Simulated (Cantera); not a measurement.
Input: 1 mol Al, 16 mol NH3, 160 mol N2, held at 777 °C and 1.33 mbar.

Method: chemical equilibrium by Gibbs-energy minimisation in Cantera with the NASA 1993 tables (ideal gas, pure condensed phases). Candidate condensed phases: Al, AlN; 13 gas species. Rates play no part.

Base state: N2 0.875, H2 0.125 (mole fractions); condensed: AlN(s).

Problem. What changes in the equilibrium state with this change: temperature from 777 °C to 1752 °C?

Solution. 
```json
[
 {"species": "N2", "before": "0.875", "after": "0.863"},
 {"species": "H2", "before": "0.125", "after": "0.114"},
 {"species": "H", "before": "7.86e-8", "after": "0.0178"},
 {"species": "Al", "before": "<1e-9", "after": "0.00512"},
 {"species": "AlH", "before": "<1e-9", "after": "1.67e-5"},
 {"species": "AlN(s), mol", "before": "1.00", "after": "0"}
]
```

Problem. What changes in the equilibrium state with this change: 0.24 mol Cl2 added?

Solution. 
```json
[
 {"species": "N2", "before": "0.875", "after": "0.874"},
 {"species": "H2", "before": "0.125", "after": "0.124"},
 {"species": "HCl", "before": "0", "after": "0.00249"},
 {"species": "AlN(s), mol", "before": "1.00", "after": "0.999"}
]
```
Further candidate phases: AlCl3, NH4Cl.
